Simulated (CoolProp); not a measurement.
Vapour-liquid equilibrium of dimethyl carbonate (1) + n-heptane (2) at 355.4 K; x and y are mole fractions of (1).

Values from CoolProp's multi-fluid Helmholtz-energy mixture model, Zhou 2011 and Span 2003; pair parameters Bell 2016.

| x | bubble pressure, mixture model (kPa) | bubble pressure, Raoult's law (kPa) | y, mixture model | y, Raoult's law |
|---|---|---|---|---|
| 0.05 | 71.64 | 62.32 | ___ | 0.063 |
| 0.15 | 85.86 | 64.01 | 0.368 | 0.184 |
| 0.25 | 94.19 | 65.70 | 0.465 | 0.298 |
| 0.35 | 98.77 | 67.39 | 0.523 | 0.407 |
| 0.45 | 101.1 | 69.08 | 0.561 | 0.511 |
| 0.55 | 102.0 | 70.76 | 0.590 | 0.609 |
| 0.65 | 102.1 | 72.45 | 0.618 | 0.703 |
| 0.75 | 101.0 | 74.14 | 0.655 | 0.793 |
| 0.85 | 97.38 | 75.83 | ___ | 0.878 |
| 0.95 | ___ | 77.52 | 0.855 | 0.960 |

**Question.** Fill in the missing entries.

**Answer.** 
- 0.05, y, mixture model: 0.178
- 0.85, y, mixture model: 0.717
- 0.95, bubble pressure, mixture model (kPa): 87.78

The largest gap from Raoult's law is +46.6 % in bubble pressure, at x = 0.35. y crosses x between x = 0.55 and 0.65: the model has an azeotrope there.

The pair parameters rest on a limited set of measurements; away from them the model extrapolates.
